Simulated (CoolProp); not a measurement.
Vapour-liquid equilibrium of R152A (1) + isobutane (2) at 1280 kPa; x and y are mole fractions of (1).

The numbers come from the multi-fluid Helmholtz-energy mixture model, Outcalt 1996 and Bücker 2006; pair parameters Bell 2016 in CoolProp.

```json
[
 {"x": "0.05", "bubble temperature (K)": "345.5", "y at the bubble point": "0.122", "dew temperature at overall composition x (K)": "348.6", "liquid density (mol/L)": "8.365"},
 {"x": "0.125", "bubble temperature (K)": "339.1", "y at the bubble point": "0.265", "dew temperature at overall composition x (K)": "345.3", "liquid density (mol/L)": "8.648"},
 {"x": "0.2", "bubble temperature (K)": "334.5", "y at the bubble point": "0.370", "dew temperature at overall composition x (K)": "342.0", "liquid density (mol/L)": "8.906"},
 {"x": "0.275", "bubble temperature (K)": "331.0", "y at the bubble point": "0.450", "dew temperature at overall composition x (K)": "338.7", "liquid density (mol/L)": "9.151"},
 {"x": "0.35", "bubble temperature (K)": "328.5", "y at the bubble point": "0.513", "dew temperature at overall composition x (K)": "335.3", "liquid density (mol/L)": "9.394"},
 {"x": "0.425", "bubble temperature (K)": "326.6", "y at the bubble point": "0.565", "dew temperature at overall composition x (K)": "332.1", "liquid density (mol/L)": "9.645"},
 {"x": "0.5", "bubble temperature (K)": "325.3", "y at the bubble point": "0.611", "dew temperature at overall composition x (K)": "329.0", "liquid density (mol/L)": "9.912"},
 {"x": "0.575", "bubble temperature (K)": "324.3", "y at the bubble point": "0.652", "dew temperature at overall composition x (K)": "326.3", "liquid density (mol/L)": "10.20"},
 {"x": "0.65", "bubble temperature (K)": "323.7", "y at the bubble point": "0.694", "dew temperature at overall composition x (K)": "324.4", "liquid density (mol/L)": "10.52"},
 {"x": "0.725", "bubble temperature (K)": "323.4", "y at the bubble point": "0.737", "dew temperature at overall composition x (K)": "323.4", "liquid density (mol/L)": "10.87"},
 {"x": "0.8", "bubble temperature (K)": "323.4", "y at the bubble point": "0.787", "dew temperature at overall composition x (K)": "323.5", "liquid density (mol/L)": "11.26"},
 {"x": "0.875", "bubble temperature (K)": "323.9", "y at the bubble point": "0.848", "dew temperature at overall composition x (K)": "324.2", "liquid density (mol/L)": "11.68"},
 {"x": "0.95", "bubble temperature (K)": "325.1", "y at the bubble point": "0.928", "dew temperature at overall composition x (K)": "325.5", "liquid density (mol/L)": "12.12"}
]
```

y crosses x between x = 0.725 and 0.8: the model has an azeotrope there.

The pair parameters rest on a limited set of measurements; away from them the model extrapolates.
